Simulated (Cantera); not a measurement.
An adiabatic, constant-pressure homogeneous reactor starts with CH4 : H2 : O2 : N2 = 1 : 0.044 : 1.84 : 8.46 (molar parts), equivalence ratio 1.1, at 1425 K and 0.600 bar. Integrator tolerance rtol = 1e-08.

Cantera simulation using GRI-Mech 3.0 (53 species, 325 reactions); the numbers are that mechanism's predictions, not measurements.

```csv
quantity,before,after
time of steepest temperature rise,3.59 ms,3.39 ms
temperature at 0.200 s,2620 K,2788 K
equilibrium temperature,2620 K,2788 K
x(CH4) at 0.200 s,<1e-12 (gas-phase equilibrium <1e-12),<1e-12 (gas-phase equilibrium <1e-12)
x(H2) at 0.200 s,0.0201 (gas-phase equilibrium 0.0201),0.0235 (gas-phase equilibrium 0.0235)
x(O2) at 0.200 s,0.00917 (gas-phase equilibrium 0.00917),0.0115 (gas-phase equilibrium 0.0115)
x(NO) at 0.200 s,0.00561 (gas-phase equilibrium 0.00561),0.00802 (gas-phase equilibrium 0.00802)
x(O) at 0.200 s,0.00317 (gas-phase equilibrium 0.00317),0.00501 (gas-phase equilibrium 0.00501)
```

Question: What was changed between the two runs?
(A) H2 0.044 to 0.024 parts
(B) initial temperature 1425 to 1275 K
(C) constant volume in place of constant pressure
(D) initial temperature 1425 to 1575 K

Answer: C, constant volume in place of constant pressure
